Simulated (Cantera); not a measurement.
Feed: 1 mol Ti(NMe2)4, 6.9 mol NH3, at 1452 °C and 620 Pa.

These are equilibrium values from Cantera (NASA tables, ideal gas, pure condensed phases), not measurements of a reactor. Candidate condensed phases: C, C6H6, C7H8, C8H18, Ti, TiC, TiN; 93 gas species. The feed counts by its element totals alone. TiC: taken at fixed stoichiometry. Rates play no part.

Base state: H2 0.801, N2 0.195, H 0.00211, HCN 0.00166, C2H2 (acetylene) 7.38e-5, HNC 5.27e-5 (mole fractions); condensed: C(graphite) + TiC(s).

Q: What changes in the equilibrium state with this change: temperature from 1452 °C to 1827 °C?

A: 
| species | before | after |
|---|---|---|
| H2 | 0.801 | 0.767 |
| N2 | 0.195 | 0.188 |
| H | 0.00211 | 0.0347 |
| CN | 4.90e-8 | 1.08e-5 |
| C2H2 (acetylene) | 7.38e-5 | 0.00111 |
| HNC | 5.27e-5 | 0.000551 |
| HCN | 0.00166 | 0.00815 |
| C(graphite), mol | 6.95 | 6.69 |
| TiC(s), mol | 1.00 | 1.000 |
